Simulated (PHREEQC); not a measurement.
0.093 g of hydrous ferric oxide (600 m²/g; 0.2 weak and 0.005 strong sites per Fe, Dzombak-Morel constants, diffuse double layer) in 1 kg of water with 0.3 mol/kgw of an inert sodium salt and 2.4e-05 mol NaH2PO4 and 5.6e-07 mol Na2SeO4, at 25 °C; the pH is set by adding NaOH or the inert anion's acid. O2 is buffered at 0.21 atm. The system is closed to CO2. Nothing may precipitate in this run.

Computed with PHREEQC (ion-association model, wateq4f.dat).

Task: Predict Se sorbed (%), surface charge σ (C/m²) at pH = 3, 5.5.

Result: 
```
pH   Se sorbed (%)  surface charge σ (C/m²)
---  -------------  -----------------------
3             60.3                    0.321
5.5           16.5                    0.172
```

H3PO4, which wateq4f.dat lacks, is added to it with the constant of phreeqc.dat. The oxide is taken as insoluble; below pH 4 it would dissolve.
